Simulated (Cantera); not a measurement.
**Ignition delay**

Mixture: 5.54 % CH4, 1.66 % C2H6, 24.2 % O2, 67.6 % N2, 0.998 % H2, equivalence ratio 0.72, at 3.40 bar, adiabatic and at constant volume. Ignition delay is the time to a rise of 400 K.

Cantera simulation using GRI-Mech 3.0 (53 species, 325 reactions); the numbers are that mechanism's predictions, not measurements.

| T0 (K) | delay (ms) |
|---|---|
| 1000 | 49.6 |
| 1075 | 9.75 |
| 1150 | 2.29 |
| 1225 | 0.648 |
| 1300 | 0.228 |
| 1375 | 0.0994 |
| 1450 | 0.0508 |
| 1525 | 0.0289 |
| 1600 | 0.0176 |

- apparent activation energy between 1450 and 1600 K = 140 kJ/mol
